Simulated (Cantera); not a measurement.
Premixed flame

A freely propagating, adiabatic, planar premixed flame of 18.6 % CO, 3.35 % H2, 3.16 % CH4, 15.7 % O2, 59.2 % N2, equivalence ratio 1.1, unburnt at 598 K and 480 Torr; multicomponent+Soret transport, grid criteria slope 0.08 and curve 0.16, no radiation.

Model: GRI-Mech 3.0 (53 species, 325 reactions), integrated in Cantera. Burning velocities carry a grid error of a few per cent, more on coarse grids.

| z (mm) | T (K) | u (m/s) | x CO | x H2 | x CH4 | x N2O | x C2H | x CH2O |
|---|---|---|---|---|---|---|---|---|
| -1.74 | 598 | 2.41 | 0.186 | 0.0335 | 0.0316 | <1e-8 | <1e-8 | <1e-8 |
| -1.16 | 598 | 2.41 | 0.186 | 0.0334 | 0.0316 | <1e-8 | <1e-8 | <1e-8 |
| -0.870 | 598 | 2.40 | 0.186 | 0.0331 | 0.0316 | <1e-8 | <1e-8 | 1.72e-8 |
| -0.580 | 599 | 2.41 | 0.186 | 0.0320 | 0.0316 | <1e-8 | <1e-8 | 8.29e-7 |
| -0.290 | 675 | 2.70 | 0.185 | 0.0280 | 0.0303 | <1e-8 | <1e-8 | 4.50e-5 |
| -0.145 | 934 | 3.74 | 0.182 | 0.0257 | 0.0238 | <1e-8 | <1e-8 | 0.000175 |
| 0 | 1368 | 5.50 | 0.175 | 0.0215 | 0.00665 | 2.11e-8 | <1e-8 | 0.000327 |
| 0.145 | 1581 | 6.32 | 0.152 | 0.0134 | 0.000294 | 5.68e-8 | <1e-8 | 3.09e-5 |
| 0.290 | 1670 | 6.61 | 0.128 | 0.0108 | 5.71e-6 | 7.27e-8 | <1e-8 | 7.34e-7 |
| 0.580 | 1779 | 6.96 | 0.104 | 0.0115 | <1e-8 | 7.11e-8 | <1e-8 | <1e-8 |
| 1.16 | 1899 | 7.35 | 0.0935 | 0.0117 | <1e-8 | 7.04e-8 | <1e-8 | <1e-8 |
| 2.32 | 2029 | 7.79 | 0.0892 | 0.0106 | <1e-8 | 7.65e-8 | <1e-8 | <1e-8 |
| 4.64 | 2159 | 8.21 | 0.0830 | 0.00909 | <1e-8 | 8.60e-8 | <1e-8 | <1e-8 |
x: mole fraction of selected species; z is measured from the peak of heat release.

The laminar burning velocity comes out as 241 cm/s and the thermal thickness is 0.580 mm. The peak x(C2H) comes out as <1e-8. The peak x(CH2O) comes out as 0.000364 and the grid points is 166.
